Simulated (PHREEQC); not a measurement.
Solution (25 °C): 0.00012 mol ZnSO4 and 3e-05 mol NaOH per kg of water. Closed to the air; pH follows from the charge balance.

Computed with PHREEQC (ion-association model, wateq4f.dat).

This is a speciation only: nothing precipitates in the calculation.

Q: Estimate the pH, ionic strength.

A: pH 7.97; ionic strength 0.000453 mol/kgw.

Q: In which forms is Zn present?

A: Zn+2 82 %, Zn(OH)2 8.2 %, ZnOH+ 7.8 %, ZnSO4 1.9 % of the Zn.

The solution is supersaturated, for example in Zn(OH)2-e, Zincite(c) (slow to form), so a real one may precipitate; this is no full list.
